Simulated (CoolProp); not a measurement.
The numbers come from the reference Helmholtz-energy equation of state, de Reuck 1990 in CoolProp.

**Question.** For fluorine, give the phase and the cv (kJ/(kg K)), Joule-Thomson coefficient (K/MPa) at -107.65 °C and 0.0414 MPa; -107.65 °C and 1.01 MPa; -107.65 °C and 1.92 MPa.

**Answer.** 
- -107.65 °C and 0.0414 MPa: gas; cv 0.554, Joule-Thomson coefficient 6.06
- -107.65 °C and 1.01 MPa: gas; cv 0.572, Joule-Thomson coefficient 6.06
- -107.65 °C and 1.92 MPa: gas; cv 0.588, Joule-Thomson coefficient 6.03
